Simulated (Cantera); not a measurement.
Predominance diagram of Ca at 1200 K against the partial pressures of O₂ and Br₂ (log10, bar). Standard-state values (1 bar) from the NASA 1993 polynomials, evaluated with Cantera. Candidates: Ca(l), CaBr₂(l), CaO(s). Only these pure phases compete in this equilibrium. Not in the tables: oxide halides.

```
log p(Br₂) \ log p(O₂)
        columns: -21, -19.4, -17.9, -16.3, -14.7, -13.1, -11.6, -10, -8.4, -6.9, -5.3, -3.7, -2.1, -0.6, 1
      1  A A A A A A A A A A A A A A A
   -0.5  A A A A A A A A A A A A A A A
     -2  A A A A A A A A A A A A A B B
   -3.5  A A A A A A A A A A A B B B B
     -5  A A A A A A A A A B B B B B B
   -6.5  A A A A A A A B B B B B B B B
     -8  A A A A A B B B B B B B B B B
   -9.5  A A A B B B B B B B B B B B B
    -11  A A B B B B B B B B B B B B B
  -12.5  B B B B B B B B B B B B B B B
    -14  B B B B B B B B B B B B B B B
  -15.5  B B B B B B B B B B B B B B B
    -17  B B B B B B B B B B B B B B B
```

A: CaBr₂(l); B: CaO(s).
